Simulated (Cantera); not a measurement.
Cantera run:

```python
import numpy as np
import cantera as ct

gas_names = [...]  # 77 gases of nasa_gas.yaml made of C, H, Ti
cond_names = """
    C(gr) C6H6(L) C7H8(L) C8H18(L),n-octa Ti(a) Ti(b) Ti(L) TiC(s) TiC(L)
""".split()


# ... load() reads the species with a 1 bar reference pressure and builds the phases ...
atoms = {
    'Ti': {'Ti': 1},
    'CH4': {'C': 1, 'H': 4},
}
top_T = {'C(gr)': 4500}  # K; cautious upper limits of use, not melting points


# ... equilibrate(T, P, feed) seeds the gas with the atoms and calls Mixture.equilibrate('TP', solver="vcs", rtol=1e-11, max_steps=5000) ...
results = []
T = 1650  # K
P = 14000  # Pa
for m in [0.18, 0.28, 0.45, 0.73, 1.2, 1.9, 3, 4.7, 7.6]:
    feed = {'Ti': 1, 'CH4': m}  # mol
    mix = equilibrate(T, P, feed)
    results.append((T, P, feed, dict(zip(mix.species_names, mix.species_moles))))

top = {s: max(r[3][s] / sum(r[3][g] for g in gas_names) for r in results) for s in gas_names}
cols = sorted((s for s in top if top[s] > 0.001), key=lambda s: -top[s])[:8]
seen = [c for c in cond_names if any(r[3].get(c, 0) > 1e-12 for r in results)]
print("log10 of partial pressures in bar; condensed amounts in mol")
print(f"{'n(CH4)':>10s}" + "".join(f"{s[:9]:>10s}" for s in cols + seen))
for T, P, feed, n in results:
    ng = sum(n[g] for g in gas_names)
    print(f"{feed['CH4']:10.4g}" + "".join(f"{np.log10(max(n[s] / ng * P / 1e5, 1e-99)):10.3f}" for s in cols)
          + "".join(f"{n.get(c, 0):10.4g}" for c in seen))
```

It prints:

```
log10 of partial pressures in bar; condensed amounts in mol
    n(CH4)        H2     C(gr)     Ti(b)    TiC(s)
      0.18    -0.854         0      0.82      0.18
      0.28    -0.854         0      0.72      0.28
      0.45    -0.854         0      0.55      0.45
      0.73    -0.854         0      0.27      0.73
       1.2    -0.854    0.1993         0         1
       1.9    -0.854    0.8989         0         1
         3    -0.854     1.998         0         1
       4.7    -0.854     3.697         0         1
       7.6    -0.854     6.596         0         1
```

Cantera equilibrium calculation (NASA polynomials, part measured and part estimated; ideal gas, pure solids and liquids). Mutual solubility and eutectic melting of coexisting phases are not modelled. TiC: taken at fixed stoichiometry. Condensed phases not in the tables: N, O or C dissolved in the metal.
